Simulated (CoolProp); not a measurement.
Properties of oxygen along the isotherm 129.2 K.

Computed with CoolProp (reference Helmholtz-energy equation of state, Schmidt 1985).

```
p (MPa)   phase  Joule-Thomson coefficient (K/MPa)  fugacity coefficient
-------  ------  ---------------------------------  --------------------
0.0399      gas                              11.83                0.9956
0.0819      gas                              11.86                0.9909
0.168       gas                              11.92                0.9813
0.345       gas                              12.04                0.9617
0.709       gas                              12.29                0.9215
1.46        gas                              13.00                0.8381
2.99     liquid                            0.05174                0.4769
6.14     liquid                           -0.03640                0.2569
12.6     liquid                            -0.1459                0.1530
```
